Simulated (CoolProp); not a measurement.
Computed with CoolProp (reference Helmholtz-energy equation of state, Eisenbach 2021).

**Question.** For propylene glycol, give the phase and the density (kg/m³), fugacity coefficient at 160.65 °C and 7.29 MPa; 160.65 °C and 18.2 MPa.

**Answer.** 
- 160.65 °C and 7.29 MPa: liquid; density 926, fugacity coefficient 0.00653
- 160.65 °C and 18.2 MPa: liquid; density 935, fugacity coefficient 0.00335
